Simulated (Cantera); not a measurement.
A Cantera script and what it prints.

```python
import numpy as np
import cantera as ct

gas_names = """
    H2 PH3 H2O2
""".split()
cond_names = """
    P4O10(s)
""".split()


def load(file, names, dense=False):
    # The tables refer to 1 bar. Condensed volumes are neglected.
    table = {s.name: s for s in ct.Species.list_from_file(file)}
    out = []
    for n in names:
        d = dict(table[n].input_data)
        d["thermo"] = dict(d["thermo"], **{"reference-pressure": 1e5})
        if dense:
            d["equation-of-state"] = {"model": "constant-volume", "density": "1e6 g/cm^3"}
        out.append(ct.Species.from_dict(d))
    return out


species = {s.name: s for s in load("nasa_gas.yaml", gas_names) + load("nasa_condensed.yaml", cond_names)}
# Each term lists the table entries of one substance; the one whose range holds T is used.
reactions = {
    '11 H2(g) + P4O10 = 4 PH3(g) + 5 H2O2(g)':
        [(-11, ['H2']), (-1, ['P4O10(s)']), (4, ['PH3']), (5, ['H2O2'])],
}


def pick(names, T):
    return next(species[n] for n in names if species[n].thermo.min_temp <= T <= species[n].thermo.max_temp)


results = []
for label, terms in reactions.items():
    print(label)
    print("     T/K   dH/kJ  dS/(J/K)   dG/kJ   log10 K")
    for T in [350, 425, 500, 575, 650]:
        used = [(nu, pick(names, T)) for nu, names in terms]
        dH = sum(nu * s.thermo.h(T) for nu, s in used) / 1e6
        dS = sum(nu * s.thermo.s(T) for nu, s in used) / 1e3
        dG = dH - T * dS / 1e3
        logK = -dG * 1e6 / (ct.gas_constant * T * np.log(10))
        results.append((label, T, dH, dS, dG, logK, [s.name for _, s in used]))
        print(f"{T:8g} {dH:8.1f} {dS:8.1f} {dG:8.1f} {logK:8.2f}")
```

It prints:

```
11 H2(g) + P4O10 = 4 PH3(g) + 5 H2O2(g)
     T/K   dH/kJ  dS/(J/K)   dG/kJ   log10 K
     350   2341.1    319.7   2229.3  -332.69
     425   2327.5    284.4   2206.6  -271.20
     500   2313.6    254.3   2186.5  -228.41
     575   2299.6    228.3   2168.4  -196.98
     650   2285.6    205.3   2152.1  -172.94
```

Cantera with NASA thermochemical tables; ideal gases at 1 bar, condensed phases pure. Condensed species are held in their standard states even where they would react or evaporate.
